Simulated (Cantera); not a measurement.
## Premixed flame

A freely propagating, adiabatic, planar premixed flame of 18.5 % H2, 16.5 % O2, 62.2 % N2, 2.78 % H2O, equivalence ratio 0.56, unburnt at 500 K and 90.0 Torr; multicomponent+Soret transport, grid criteria slope 0.08 and curve 0.16, no radiation.

Detailed kinetics in Cantera: the H2/O2 subset of GRI-Mech 3.0, which has no nitrogen chemistry. Burning velocities carry a grid error of a few per cent, more on coarse grids. Lean hydrogen flames are cellular in practice and burn faster than this planar one.

| z (mm) | T (K) | u (m/s) | x H2 | x O2 | x H2O | x H2O2 | x H | x HO2 |
|---|---|---|---|---|---|---|---|---|
| -18.2 | 500 | 2.37 | 0.185 | 0.165 | 0.0278 | <1e-8 | <1e-8 | <1e-8 |
| -12.2 | 500 | 2.37 | 0.185 | 0.165 | 0.0278 | <1e-8 | <1e-8 | <1e-8 |
| -9.12 | 500 | 2.37 | 0.185 | 0.165 | 0.0278 | <1e-8 | <1e-8 | <1e-8 |
| -6.08 | 500 | 2.36 | 0.185 | 0.165 | 0.0278 | <1e-8 | 3.55e-8 | 7.41e-7 |
| -3.04 | 521 | 2.43 | 0.173 | 0.167 | 0.0296 | 4.83e-6 | 0.000158 | 8.30e-5 |
| -1.52 | 701 | 3.20 | 0.139 | 0.163 | 0.0480 | 3.77e-6 | 0.00418 | 4.70e-5 |
| 0 | 1029 | 4.60 | 0.0682 | 0.131 | 0.115 | 9.53e-7 | 0.0218 | 2.10e-5 |
| 1.52 | 1261 | 5.61 | 0.0214 | 0.0949 | 0.177 | 1.25e-6 | 0.0294 | 1.20e-5 |
| 3.04 | 1377 | 6.10 | 0.0139 | 0.0863 | 0.192 | 9.76e-7 | 0.0249 | 9.18e-6 |
| 6.08 | 1500 | 6.60 | 0.0119 | 0.0831 | 0.201 | 5.76e-7 | 0.0170 | 7.08e-6 |
| 12.2 | 1617 | 7.07 | 0.00943 | 0.0811 | 0.209 | 3.01e-7 | 0.00993 | 5.30e-6 |
| 24.3 | 1717 | 7.45 | 0.00634 | 0.0800 | 0.217 | 1.60e-7 | 0.00471 | 3.65e-6 |
| 48.6 | 1788 | 7.72 | 0.00352 | 0.0797 | 0.224 | 9.12e-8 | 0.00177 | 2.24e-6 |
x: mole fraction of selected species; z is measured from the peak of heat release.

- laminar burning velocity: 237 cm/s
- thermal thickness: 6.08 mm
- peak x(H2O2): 6.33e-6
- peak x(H): 0.0296
- peak x(HO2): 8.31e-5
- grid points: 118
